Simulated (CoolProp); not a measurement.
Vapour-liquid equilibrium of carbon dioxide (1) + R227EA (2) at 819 kPa; x and y are mole fractions of (1).

Model: multi-fluid Helmholtz-energy mixture model, Span 1996 and Lemmon 2016; pair parameters Bell 2016, in CoolProp.

| x | bubble temperature (°C) | y at the bubble point | dew temperature at overall composition x (°C) | liquid density (mol/L) |
|---|---|---|---|---|
| 0.05 | 34.2 | 0.264 | 43.6 | 8.177 |
| 0.125 | 18.3 | 0.556 | 40.4 | 9.040 |
| 0.2 | 5.2 | 0.728 | 37.1 | 9.901 |
| 0.275 | -5.0 | 0.826 | 33.6 | 10.77 |
| 0.35 | -13.0 | 0.883 | 30.0 | 11.68 |
| 0.425 | -19.4 | 0.919 | 26.0 | 12.64 |
| 0.5 | -24.5 | 0.943 | 21.7 | 13.69 |
| 0.575 | -28.9 | 0.959 | 17.0 | 14.86 |
| 0.65 | -32.6 | 0.971 | 11.7 | 16.18 |
| 0.725 | -35.9 | 0.980 | 5.5 | 17.68 |
| 0.8 | -38.8 | 0.988 | -2.0 | 19.42 |
| 0.875 | -41.5 | 0.993 | -11.7 | 21.47 |
| 0.95 | -43.9 | 0.998 | -26.3 | 23.92 |

No azeotrope shows between x = 0.05 and 0.95.

The pair parameters rest on a limited set of measurements; away from them the model extrapolates.
